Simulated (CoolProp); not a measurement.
The fluid at 553.91 K and 0.236 MPa is compressed adiabatically to 0.605 MPa with isentropic efficiency 1. The same conditions are run with several fluids, on thermodynamics alone (safety and materials aside).

Model: reference Helmholtz-energy equation of state of each fluid (n-heptane: Span 2003; m-xylene: Zhou 2012; n-octane: Beckmüller 2019; n-hexane: Thol 2019; n-pentane: Thol 2019), in CoolProp.

Rank n-heptane, m-xylene, n-octane, n-hexane, n-pentane by work (kJ/kg), highest first.

n-pentane (60.1), n-hexane (49.6), n-heptane (42.0), m-xylene (39.3), n-octane (36.1)

| fluid | final temperature (K) | final density (kg/m³) |
|---|---|---|
| n-heptane | 571.7 | 13.6 |
| m-xylene | 576.3 | 14.6 |
| n-octane | 570.2 | 16.1 |
| n-hexane | 573.8 | 11.5 |
| n-pentane | 577.1 | 9.38 |
